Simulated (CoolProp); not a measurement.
Vapour-liquid equilibrium of R114 (1) + n-hexane (2) at 0.111 MPa; x and y are mole fractions of (1).

Values from CoolProp's multi-fluid Helmholtz-energy mixture model, Platzer 1990 and Thol 2019; pair parameters Bell 2016. This equation is an older, rougher fit; its heat capacities, sound speeds and derivatives of the liquid may be far off and weren't checked against measurements.

**Question.** Give the bubble temperature and the first vapour's composition at x = 0.2, 0.5, 0.8. Is there an azeotrope?

**Answer.** x = 0.2: 309.1 K, y = 0.755; x = 0.5: 291.8 K, y = 0.915; x = 0.8: 283.7 K, y = 0.968. No azeotrope shows between x = 0.05 and 0.95.

The pair parameters rest on a limited set of measurements; away from them the model extrapolates.
